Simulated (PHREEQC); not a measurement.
1.5 g of hydrous ferric oxide (600 m²/g; 0.2 weak and 0.005 strong sites per Fe, Dzombak-Morel constants, diffuse double layer) in 1 kg of water with 0.1 mol/kgw of an inert sodium salt and 0.032 mmol/kgw ZnSO4, at 25 °C; the pH is set by adding NaOH or the inert anion's acid. Oxygen alone is held at its pressure in air (log pO2 = -0.68). No CO2 enters from the air. Nothing may precipitate in this run.

Base run: PHREEQC, ion-association model, wateq4f.dat. Each further column changes one thing. The table gives S sorbed (%).

| pH | base | no electrostatic term (-no_edl) | background salt from 0.1 to 0.01 mol/kgw | oxide from 1.5 to 7.5 g/kgw | 0.011 mol/kgw CuSO4 added |
|---|---|---|---|---|---|
| 4 | 99.7 | 0.3 | 100.0 | 99.9 | (withheld) |
| 5 | 98.7 | 0.3 | 99.9 | 99.7 | 10.8 |
| 6.5 | 62.3 | (withheld) | 89.6 | 89.3 | 6.0 |
| 7.5 | 5.4 | 0.5 | 13.8 | 21.3 | 5.7 |
| 8.5 | 0.1 | 0.5 | (withheld) | 0.6 | 5.1 |
| 9.5 | 0.0 | 0.1 | 0.0 | 0.0 | 0.6 |
| 11 | 0.0 | 0.0 | 0.0 | 0.0 | 0.0 |
| 12 | 0.0 | 0.0 | 0.0 | 0.0 | 0.0 |

Question: Some entries are withheld; supply them.

Answer: 
- 4, 0.011 mol/kgw CuSO4 added: 12.9
- 6.5, no electrostatic term (-no_edl): 0.4
- 8.5, background salt from 0.1 to 0.01 mol/kgw: 0.2

 In at least one series the solution becomes supersaturated in solids that the run did not let form, among them Zn(OH)2-e. The database's constant for dissolved Cu(OH)2 is higher than later reviews accept.
